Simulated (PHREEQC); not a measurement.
## Acid mine or pickling water: an equilibrium model

A made-up water analysis in mg/kgw, 25 °C, pH 3.74, pe 10: Na 814; K 29.8; Ca 269; Mg 103; Cl 424; S(6) as SO4 1910; Li 0.0407; F 0.649.

Cl is adjusted to close the charge balance.
Valence states are taken as typed.

Model: ion-association model, phreeqc.dat, run in PHREEQC.

```json
{
 "ionic_strength": "0.0717 mol/kgw",
 "specific_conductance": "5150 µS/cm",
 "density": "1.000 g/cm³",
 "total_alkalinity": "-0.362 meq/kg"
}
```

```
species  molality  activity   log γ
-------  --------  --------  ------
Na+        0.0343    0.0276  -0.095
Cl-        0.0186    0.0147  -0.102
SO4-2      0.0149   0.00617  -0.382
Ca+2      0.00458   0.00197  -0.368
Mg+2      0.00260   0.00115  -0.354
CaSO4     0.00212   0.00216   0.007
MgSO4     0.00164   0.00166   0.007
NaSO4-    0.00106  0.000855  -0.093
K+       0.000731  0.000576  -0.103
H+       0.000217  0.000182  -0.076
HSO4-    0.000137  0.000109  -0.097
KSO4-     3.10e-5   2.50e-5  -0.093
F-        2.63e-5   2.07e-5  -0.104
Li+       5.71e-6   4.65e-6  -0.089
```

This is a speciation only: nothing precipitates in the calculation. Complexes and solids missing from the database can't appear.
